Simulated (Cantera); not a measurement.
What does this Cantera script print?

```python
import numpy as np
import cantera as ct

gas = ct.Solution("gri30.yaml")
gas.TPX = 475, 22000, {'CH4': 0.78, 'H2': 0.042, 'O2': 1.68, 'N2': 6.33, 'H2O': 0.3}
flame = ct.FreeFlame(gas, width=0.12)
flame.set_refine_criteria(ratio=3, slope=0.08, curve=0.16)
flame.transport_model = "mixture-averaged"
flame.solve(loglevel=0, auto=True)
z, T = flame.grid, flame.T
thick = (T[-1] - T[0]) / np.gradient(T, z).max()
show = ['CH4', 'H2', 'O2', 'CO', 'C2H6', 'CH2']
print(f"laminar burning velocity  {flame.velocity[0] * 100:.3f} cm/s")
print(f"burnt temperature         {T[-1]:.1f} K")
print(f"thermal thickness         {thick * 1e3:.4f} mm")
print(f"grid points               {len(z)}")
z0 = z[flame.heat_release_rate.argmax()]
print(f"{'z/mm':>9s}{'T/K':>9s}{'u/(m/s)':>9s}" + "".join(f"{s:>11s}" for s in show))
rows = []
for k in (-3, -2, -1.5, -1, -0.5, -0.25, 0, 0.25, 0.5, 1, 2, 4, 8):
    zz = z0 + k * thick
    rows.append([k * thick, np.interp(zz, z, T), np.interp(zz, z, flame.velocity),
                 *(np.interp(zz, z, flame.X[gas.species_index(s)]) for s in show)])
    print(f"{rows[-1][0] * 1e3:9.3f}{rows[-1][1]:9.1f}{rows[-1][2]:9.3f}" + "".join(f"{x:11.3e}" for x in rows[-1][3:]))
```

Result:

```
laminar burning velocity  107.469 cm/s
burnt temperature         2197.5 K
thermal thickness         1.4422 mm
grid points               152
     z/mm      T/K  u/(m/s)        CH4         H2         O2         CO       C2H6        CH2
   -4.327    475.0    1.075  8.538e-02  4.993e-03  1.839e-01  2.486e-07  1.798e-09  1.099e-18
   -2.884    475.4    1.077  8.525e-02  6.066e-03  1.837e-01  6.138e-06  7.931e-08  3.077e-15
   -2.163    478.1    1.085  8.494e-02  7.720e-03  1.832e-01  5.030e-05  1.009e-06  7.892e-13
   -1.442    511.2    1.165  8.273e-02  1.167e-02  1.808e-01  7.259e-04  2.759e-05  1.280e-09
   -0.721    842.3    1.947  6.315e-02  1.963e-02  1.565e-01  1.087e-02  5.981e-04  3.704e-07
   -0.361   1234.9    2.887  3.614e-02  2.388e-02  1.192e-01  2.793e-02  7.440e-04  9.742e-06
    0.000   1608.6    3.794  9.326e-03  2.404e-02  7.318e-02  4.619e-02  7.677e-05  4.394e-05
    0.361   1758.2    4.152  8.349e-04  1.891e-02  4.546e-02  4.638e-02  4.526e-07  1.166e-05
    0.721   1792.5    4.222  3.880e-05  1.586e-02  3.541e-02  3.831e-02  6.364e-10  6.542e-07
    1.442   1823.9    4.274  9.955e-08  1.533e-02  3.018e-02  2.833e-02  8.743e-15  1.868e-09
    2.884   1864.2    4.349  5.072e-11  1.519e-02  2.774e-02  2.289e-02  9.732e-20  1.086e-12
    5.769   1919.0    4.460  1.855e-16  1.391e-02  2.583e-02  2.082e-02  1.594e-26  3.691e-17
   11.538   1987.4    4.597  1.221e-17  1.180e-02  2.357e-02  1.885e-02  1.539e-30  1.810e-17
```

Computed with Cantera and GRI-Mech 3.0 (53 species, 325 reactions). Burning velocities carry a grid error of a few per cent, more on coarse grids.
